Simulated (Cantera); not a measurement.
A Cantera script and its output.

```python
import numpy as np
import cantera as ct

gas = ct.Solution("gri30.yaml")
gas.TPX = 1600, 101325, {'H2': 1, 'O2': 0.357, 'N2': 1.34}
reactor = ct.IdealGasReactor(gas, energy="on", clone=False)
net = ct.ReactorNet([reactor])
net.rtol, net.atol = 1e-08, 1e-16
show = ['H2', 'O2', 'OH', 'O', 'H', 'NO', 'N2O']
times = np.geomspace(1e-06, 0.4, 12)

steps = ct.SolutionArray(gas, extra=["t"])
rows = []
print(f"{'t/s':>10s}{'T/K':>9s}{'P/Pa':>11s}" + "".join(f"{s:>11s}" for s in show))
for t in times:
    while net.time < t:
        t_next = net.step()
        steps.append(gas.state, t=t_next)
    rows.append([np.interp(t, steps.t, y) for y in (steps.T, steps.P, *steps(*show).X.T)])
    print(f"{t:10.3e}{rows[-1][0]:9.1f}{rows[-1][1]:11.4g}" + "".join(f"{x:11.3e}" for x in rows[-1][2:]))
rate = np.gradient(steps.T, steps.t)
print("integrator steps:", len(steps.t))
if steps.T.max() > steps.T[0] + 200:
    print(f"time of steepest temperature rise: {steps.t[rate.argmax()]:.4e} s")
gas.TPX = 1600, 101325, {'H2': 1, 'O2': 0.357, 'N2': 1.34}
gas.equilibrate("UV")
print(f"equilibrium (UV): T = {gas.T:.1f} K  " + "  ".join(f"{s} {gas[s].X[0]:.3e}" for s in show))
```

It prints:

```
       t/s      T/K       P/Pa         H2         O2         OH          O          H         NO        N2O
 1.000e-06   1600.0  1.013e+05  3.708e-01  1.324e-01  1.638e-07  1.693e-07  1.663e-06  1.708e-15  5.263e-13
 3.231e-06   1600.0  1.013e+05  3.707e-01  1.323e-01  4.555e-06  4.725e-06  4.339e-05  1.378e-13  8.272e-12
 1.044e-05   1850.4  1.162e+05  1.192e-01  2.616e-02  1.898e-02  1.999e-02  1.390e-01  2.642e-06  2.655e-08
 3.372e-05   2700.1  1.604e+05  1.237e-01  9.013e-03  3.310e-02  1.252e-02  7.333e-02  1.558e-04  8.885e-08
 1.089e-04   3034.9   1.76e+05  1.267e-01  5.307e-03  3.082e-02  7.129e-03  4.806e-02  1.809e-03  3.083e-07
 3.519e-04   3030.4  1.757e+05  1.286e-01  4.852e-03  2.963e-02  6.635e-03  4.720e-02  5.222e-03  3.602e-07
 1.137e-03   3028.3  1.756e+05  1.291e-01  4.738e-03  2.931e-02  6.513e-03  4.701e-02  6.157e-03  3.829e-07
 3.672e-03   3028.3  1.756e+05  1.291e-01  4.738e-03  2.931e-02  6.512e-03  4.701e-02  6.161e-03  3.830e-07
 1.186e-02   3028.3  1.756e+05  1.291e-01  4.738e-03  2.931e-02  6.512e-03  4.701e-02  6.161e-03  3.830e-07
 3.833e-02   3028.3  1.756e+05  1.291e-01  4.738e-03  2.931e-02  6.512e-03  4.701e-02  6.161e-03  3.830e-07
 1.238e-01   3028.3  1.756e+05  1.291e-01  4.738e-03  2.931e-02  6.512e-03  4.701e-02  6.161e-03  3.830e-07
 4.000e-01   3028.3  1.756e+05  1.291e-01  4.738e-03  2.931e-02  6.512e-03  4.701e-02  6.161e-03  3.830e-07
integrator steps: 1184
time of steepest temperature rise: 9.5944e-06 s
equilibrium (UV): T = 3028.3 K  H2 1.291e-01  O2 4.738e-03  OH 2.931e-02  O 6.512e-03  H 4.701e-02  NO 6.161e-03  N2O 3.830e-07
```

Cantera simulation using GRI-Mech 3.0 (53 species, 325 reactions); the numbers are that mechanism's predictions, not measurements. Above 3000 K some thermodynamic fits are extrapolated.
